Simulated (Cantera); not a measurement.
Feed: 1 mol SiO₂, 1.2 mol H₂, equilibrated at 0.0180 bar.

Cantera equilibrium calculation (NASA polynomials, part measured and part estimated; ideal gas, pure solids and liquids). Candidate condensed phases: H₂O, Si, SiO₂; 18 gas species. The tables hold silica as quartz up to 1696 K and as liquid above; real silica turns to tridymite and cristobalite and melts near 1996 K. Equilibrium is a limit: real reactors are often held back by kinetics, nucleation or transport.

Problem. What share of the Si ends up in condensed phases as a function of T (K), at 1425, 1500, 1575, 1650, 1725, 1800, 1875, 1950, 2025, 2100, 2175, 2250?

Solution. 
```json
[
 {"T (K)": "1425", "Si condensed (%)": "100.0", "as": "SiO₂(β-quartz)"},
 {"T (K)": "1500", "Si condensed (%)": "100.0", "as": "SiO₂(β-quartz)"},
 {"T (K)": "1575", "Si condensed (%)": "99.9", "as": "SiO₂(β-quartz)"},
 {"T (K)": "1650", "Si condensed (%)": "99.7", "as": "SiO₂(β-quartz)"},
 {"T (K)": "1725", "Si condensed (%)": "99.4", "as": "SiO₂(condensed)"},
 {"T (K)": "1800", "Si condensed (%)": "98.7", "as": "SiO₂(condensed)"},
 {"T (K)": "1875", "Si condensed (%)": "97.3", "as": "SiO₂(condensed)"},
 {"T (K)": "1950", "Si condensed (%)": "94.9", "as": "SiO₂(condensed)"},
 {"T (K)": "2025", "Si condensed (%)": "90.8", "as": "SiO₂(l)"},
 {"T (K)": "2100", "Si condensed (%)": "84.2", "as": "SiO₂(l)"},
 {"T (K)": "2175", "Si condensed (%)": "74.1", "as": "SiO₂(l)"},
 {"T (K)": "2250", "Si condensed (%)": "59.9", "as": "SiO₂(l)"}
]
```
